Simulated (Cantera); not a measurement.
An isothermal, constant-pressure homogeneous reactor starts with CH4 : CO2 = 1 : 0.95 (molar parts), at 1400 K and 0.237 atm. Integrator tolerance rtol = 1e-08.

Cantera simulation using GRI-Mech 3.0 (53 species, 325 reactions); the numbers are that mechanism's predictions, not measurements.

Problem. What does this change do: CO2 0.95 to 0.46 parts?

Solution. 
| quantity | before | after |
|---|---|---|
| x(CH4) at 20.0 s | 0.147 (gas-phase equilibrium 0.00927) | 0.194 (gas-phase equilibrium 0.0622) |
| x(CO2) at 20.0 s | 0.177 (gas-phase equilibrium 2.69e-6) | 0.0786 (gas-phase equilibrium 2.16e-7) |
| x(CH2CO) at 20.0 s | 2.54e-5 (gas-phase equilibrium 7.30e-8) | 1.62e-5 (gas-phase equilibrium 3.13e-7) |
| x(H2O) at 20.0 s | 0.182 (gas-phase equilibrium 5.90e-6) | 0.139 (gas-phase equilibrium 7.42e-7) |
| x(CH3) at 20.0 s | 4.01e-5 (gas-phase equilibrium 2.63e-6) | 4.25e-5 (gas-phase equilibrium 1.70e-5) |
GRI-Mech 3.0 stops at C3 and has no aromatics, soot or wall deposition, so with more carbon than oxygen in the feed, carbon stays in small species such as C2H2 where larger ones or solid carbon would form.
